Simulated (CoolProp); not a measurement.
Vapour pressure (MPa) of methanol: the reference equation beside estimates from Tc = 513.4 K, pc = 8.216 MPa, ω = 0.565. Clausius-Clapeyron is anchored at 262.8 K with a constant enthalpy of vaporisation of 39.05 kJ/mol.

Model: reference Helmholtz-energy equation of state, de Reuck 1993, in CoolProp.

```tsv
T (K)	reference	Clausius-Clapeyron	van der Waals	Soave-Redlich-Kwong
245.4	0.0005654	0.0005778	0.1673	0.0003122
249.7	0.0007919	0.0008034	0.1889	0.0004590
254.1	0.001103	0.001113	0.2131	0.0006701
258.4	0.001508	0.001513	0.2388	0.0009554
262.8	0.002052	0.002052	0.2673	0.001354
267.1	0.002743	0.002736	0.2974	0.001877
271.5	0.003653	0.003638	0.3307	0.002589
275.9	0.004816	0.004794	0.3664	0.003527
280.2	0.006251	0.006225	0.4040	0.004715
284.6	0.008090	0.008067	0.4451	0.006277
288.9	0.01032	0.01031	0.4879	0.008216
293.3	0.01314	0.01316	0.5347	0.01071
297.6	0.01650	0.01659	0.5833	0.01375
302	0.02068	0.02088	0.6362	0.01760
```

Absolute difference from the reference over all 14 rows, mean and median: Clausius-Clapeyron 0.6 and 0.4 %, van der Waals 11078.7 and 8230.4 %, Soave-Redlich-Kwong 28.7 and 27.9 %.
